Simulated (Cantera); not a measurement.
A closed system holds: 1 mol HMDSO, 14 mol H2O, equilibrated at 0.100 bar.

Cantera equilibrium calculation (NASA polynomials, part measured and part estimated; ideal gas, pure solids and liquids). Candidate condensed phases: C, C6H6, C7H8, C8H18, H2O, Si, SiC, SiO2; 123 gas species. The feed counts by its element totals alone. The numbers say what is thermodynamically allowed, not how fast it happens.

Question: At 1123 K, list the 4 most abundant gas species with their mole fractions, and the condensed phases.

Answer: H2 0.654, CO 0.173, H2O 0.139, CO2 0.0336. Condensed: SiO2(β-quartz).
